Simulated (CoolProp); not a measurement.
Vapour-liquid equilibrium of cyclohexane (1) + n-octane (2) at 1.06 bar; x and y are mole fractions of (1).

Model: multi-fluid Helmholtz-energy mixture model, Zhou 2014 and Beckmüller 2019; pair parameters Bell 2016, in CoolProp.

| x | bubble temperature (K) | y at the bubble point | dew temperature at overall composition x (K) | liquid density (mol/L) |
|---|---|---|---|---|
| 0.05 | 396.8 | 0.137 | [?] | 5.459 |
| 0.15 | 390.0 | 0.358 | [?] | 5.711 |
| 0.25 | 384.0 | 0.523 | 393.4 | 5.974 |
| 0.35 | 378.6 | 0.647 | 390.3 | 6.249 |
| 0.45 | 373.9 | 0.742 | 386.8 | 6.539 |
| 0.55 | 369.7 | 0.815 | 382.9 | 6.846 |
| 0.65 | 365.9 | 0.872 | 378.5 | [?] |
| 0.75 | 362.6 | 0.918 | 373.4 | 7.524 |
| 0.85 | 359.5 | 0.955 | 367.4 | 7.902 |
| 0.95 | [?] | [?] | [?] | 8.312 |

What belongs in the gaps?


- 0.05, dew temperature at overall composition x (K): 399.1
- 0.15, dew temperature at overall composition x (K): 396.4
- 0.65, liquid density (mol/L): 7.173
- 0.95, bubble temperature (K): 356.7
- 0.95, y at the bubble point: 0.986
- 0.95, dew temperature at overall composition x (K): 360.0

No azeotrope shows between x = 0.05 and 0.95.

Pair parameters are fitted to limited data, so mixtures are less certain than the pure fluids.
